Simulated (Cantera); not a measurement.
A perfectly stirred reactor is fed with CO : O2 : H2O : N2 = 0.0084 : 0.053 : 0.0035 : 1 (molar parts), at 3.20 bar; it is held at 925 K, and followed from long to short residence time.

Detailed kinetics in Cantera: GRI-Mech 3.0 (53 species, 325 reactions).

Predict: x(CO) at τ = 5.10 s; x(O2) at τ = 5.10 s; x(H2O) at τ = 5.10 s; x(CO) at τ = 35.0 ms; x(O2) at τ = 35.0 ms; x(H2O) at τ = 35.0 ms.


```
Quantity                 Value
---------------------  -------
x(CO) at τ = 5.10 s    0.00683
x(O2) at τ = 5.10 s     0.0493
x(H2O) at τ = 5.10 s   0.00329
x(CO) at τ = 35.0 ms   0.00789
x(O2) at τ = 35.0 ms    0.0498
x(H2O) at τ = 35.0 ms  0.00329
```
